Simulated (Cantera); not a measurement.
Cantera with NASA thermochemical tables; ideal gases at 1 bar, condensed phases pure. Values are per mole of reaction as written; species without (g) are pure solids or liquids, kept so even where they would boil at 1 bar.

2 BaO + 2 F2(g) = 2 BaF2 + O2(g)

| T (K) | ΔH° (kJ) | ΔS° (J/K) | ΔG° (kJ) | log10 K | condensed phases |
|---|---|---|---|---|---|
| 2223 | -1188.3 | -50.0 | -1077.1 | 25.31 | BaO(s), BaF2(l) |
| 2323 | [?] | [?] | [?] | [?] | BaO(l), BaF2(l) |
| 2423 | -1300.0 | -98.9 | -1060.3 | 22.86 | BaO(l), BaF2(l) |
| 2523 | [?] | [?] | [?] | [?] | BaO(l), BaF2(l) |
| 2623 | [?] | [?] | [?] | [?] | BaO(l), BaF2(l) |
| 2723 | [?] | [?] | [?] | [?] | BaO(l), BaF2(l) |

Question: Fill in the missing entries.

Answer: 
- 2323, ΔH° (kJ): -1302.7
- 2323, ΔS° (J/K): -100.1
- 2323, ΔG° (kJ): -1070.2
- 2323, log10 K: 24.07
- 2523, ΔH° (kJ): -1297.3
- 2523, ΔS° (J/K): -97.8
- 2523, ΔG° (kJ): -1050.5
- 2523, log10 K: 21.75
- 2623, ΔH° (kJ): -1294.5
- 2623, ΔS° (J/K): -96.8
- 2623, ΔG° (kJ): -1040.7
- 2623, log10 K: 20.72
- 2723, ΔH° (kJ): -1291.7
- 2723, ΔS° (J/K): -95.7
- 2723, ΔG° (kJ): -1031.1
- 2723, log10 K: 19.78
